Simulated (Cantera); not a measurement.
Mixture: 8.12 % C₃H₈, 19.3 % O₂, 72.6 % N₂, equivalence ratio 2.1, at 100000 Pa, adiabatic and at constant pressure. Ignition delay is the time to a rise of 400 K.

Detailed kinetics in Cantera: GRI-Mech 3.0 (53 species, 325 reactions). GRI-Mech 3.0 was tuned for natural gas; its chemistry of propane as a main component is partial and can be far from experiment.

### Question
Predict: delay at 1150 K; delay at 1350 K; delay at 1550 K; delay at 1750 K; delay at 1950 K; apparent activation energy between 1850 and 2050 K.

### Answer
* **delay at 1150 K**: 18.5 ms
* **delay at 1350 K**: 0.492 ms
* **delay at 1550 K**: 57.6 µs
* **delay at 1750 K**: 17.8 µs
* **delay at 1950 K**: 8.89 µs
* **apparent activation energy between 1850 and 2050 K**: 89 kJ/mol
